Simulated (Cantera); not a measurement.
Input: 1 mol CH₃OH, 5 mol CO₂, 23 mol N₂, at 1.33 mbar.

Method: chemical equilibrium by Gibbs-energy minimisation in Cantera with the NASA 1993 tables (ideal gas, pure condensed phases). The numbers say what is thermodynamically allowed, not how fast it happens. All values below are at 2600 K.

```csv
species,before,after
N₂,0.633,0.740
CO₂,0.0113,0.102
CO,0.155,0.0912
H,0.0831,0.000970
O,0.0783,0.000133
O₂,0.0151,0.000390
H₂O,0.00296,0.0554
N,1.55e-5,1.77e-7
NO,0.00653,0.00114
OH,0.00909,0.00162
H₂,0.00625,0.00767
```
Gas species are given as mole fractions.

Which change was made?
A. pressure from 1.33 mbar to 0.133 bar
B. CO₂ from 5 to 0.35 mol
C. pressure from 1.33 mbar to 54.0 bar
D. pressure from 1.33 mbar to 12.0 bar

D, pressure from 1.33 mbar to 12.0 bar
